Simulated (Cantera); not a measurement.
# Si(CH3)4 + C2H4 + H2 (silicon carbide growth)

Charge: 1 mol Si(CH3)4, 0.24 mol C2H4, 820 mol H2, held at 0.140 bar.

Method: chemical equilibrium by Gibbs-energy minimisation in Cantera with the NASA 1993 tables (ideal gas, pure condensed phases). Candidate condensed phases: C, C6H6, C7H8, C8H18, Si, SiC; 87 gas species. The numbers say what is thermodynamically allowed, not how fast it happens.

From 925 K to 1025 K the condensed part is SiC(s). From 1125 K to 1725 K the condensed part is C(graphite) + SiC(s).

```csv
T (K),log p H2,log p CH4,log p H,log p C2H2 (acetylene),log p CH3,n SiC(s),n C(graphite)
925,-0.86,-3.23,-10.01,-12.50,-11.17,1.00,0
1025,-0.86,-3.23,-8.79,-10.28,-9.92,1.00,0
1125,-0.86,-3.25,-7.78,-8.49,-8.91,1.00,0.181
1225,-0.85,-3.59,-6.93,-7.64,-8.39,1.00,1.97
1325,-0.85,-3.88,-6.21,-6.92,-7.95,1.000,2.70
1425,-0.85,-4.13,-5.59,-6.31,-7.57,1.000,3.04
1525,-0.85,-4.35,-5.05,-5.77,-7.24,1.000,3.20
1625,-0.85,-4.54,-4.58,-5.30,-6.96,1.000,3.25
1725,-0.85,-4.71,-4.16,-4.89,-6.71,1.000,3.21
```
log p: log10 of the partial pressure in bar; n: condensed amount in mol.
